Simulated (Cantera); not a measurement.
A freely propagating, adiabatic, planar premixed flame of H2 : O2 : N2 = 1 : 0.575 : 2.16 (molar parts), unburnt at 650 K and 0.110 bar; mixture-averaged transport, grid criteria slope 0.08 and curve 0.16, no radiation.

Model: the H2/O2 subset of GRI-Mech 3.0, which has no nitrogen chemistry, integrated in Cantera. Burning velocities carry a grid error of a few per cent, more on coarse grids.

Predict: laminar burning velocity; thermal thickness; peak x(H2O2); peak x(HO2); peak x(H).


```
Property                    Result
------------------------  --------
laminar burning velocity  652 cm/s
thermal thickness          9.02 mm
peak x(H2O2)               8.18e-7
peak x(HO2)                3.55e-5
peak x(H)                   0.0840
```
